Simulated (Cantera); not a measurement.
Cantera run:

```python
import numpy as np
import cantera as ct

gas_names = [...]  # 110 gases of nasa_gas.yaml made of C, H, O
cond_names = """
    C(gr) C6H6(L) C7H8(L) C8H18(L),n-octa H2O(s) H2O(L)
""".split()


# ... load() reads the species with a 1 bar reference pressure and builds the phases ...
atoms = {
    'CO2': {'C': 1, 'O': 2},
    'H2': {'H': 2},
    'H2O': {'H': 2, 'O': 1},
}
top_T = {'C(gr)': 4500}  # K; cautious upper limits of use, not melting points


# ... equilibrate(T, P, feed) seeds the gas with the atoms and calls Mixture.equilibrate('TP', solver="vcs", rtol=1e-11, max_steps=5000) ...
results = []
feed = {'CO2': 1, 'H2': 0.43, 'H2O': 2.1}  # mol
P = 13332.2  # Pa
for T in [1673, 1723, 1773, 1823, 1873, 1923, 1973, 2023, 2073, 2123, 2173, 2223, 2273]:
    mix = equilibrate(T, P, feed)
    results.append((T, P, feed, dict(zip(mix.species_names, mix.species_moles))))

top = {s: max(r[3][s] / sum(r[3][g] for g in gas_names) for r in results) for s in gas_names}
cols = sorted((s for s in top if top[s] > 1e-06), key=lambda s: -top[s])[:8]
seen = [c for c in cond_names if any(r[3].get(c, 0) > 1e-12 for r in results)]
print("log10 of partial pressures in bar; condensed amounts in mol")
print(f"{'T/K':>10s}" + "".join(f"{s[:9]:>10s}" for s in cols + seen))
for T, P, feed, n in results:
    ng = sum(n[g] for g in gas_names)
    print(f"{T:10.4g}" + "".join(f"{np.log10(max(n[s] / ng * P / 1e5, 1e-99)):10.3f}" for s in cols)
          + "".join(f"{n.get(c, 0):10.4g}" for c in seen))
```

Result:

```
log10 of partial pressures in bar; condensed amounts in mol
       T/K       H2O       CO2        CO        H2        OH         H        O2         O
      1673    -1.056    -1.534    -2.070    -2.112    -5.262    -5.000    -7.531    -8.242
      1723    -1.055    -1.537    -2.060    -2.124    -4.994    -4.801    -7.052    -7.771
      1773    -1.055    -1.540    -2.050    -2.135    -4.741    -4.613    -6.599    -7.327
      1823    -1.054    -1.542    -2.042    -2.145    -4.502    -4.436    -6.170    -6.907
      1873    -1.053    -1.545    -2.034    -2.156    -4.276    -4.268    -5.765    -6.509
      1923    -1.053    -1.548    -2.027    -2.165    -4.061    -4.108    -5.381    -6.132
      1973    -1.052    -1.550    -2.020    -2.174    -3.858    -3.957    -5.017    -5.774
      2023    -1.052    -1.553    -2.013    -2.182    -3.665    -3.812    -4.672    -5.435
      2073    -1.053    -1.556    -2.006    -2.188    -3.483    -3.674    -4.347    -5.113
      2123    -1.054    -1.560    -1.998    -2.192    -3.310    -3.541    -4.041    -4.809
      2173    -1.055    -1.564    -1.988    -2.194    -3.148    -3.413    -3.757    -4.522
      2223    -1.058    -1.571    -1.975    -2.191    -2.996    -3.289    -3.496    -4.253
      2273    -1.062    -1.580    -1.958    -2.182    -2.856    -3.167    -3.262    -4.004
```

Cantera equilibrium calculation (NASA polynomials, part measured and part estimated; ideal gas, pure solids and liquids).
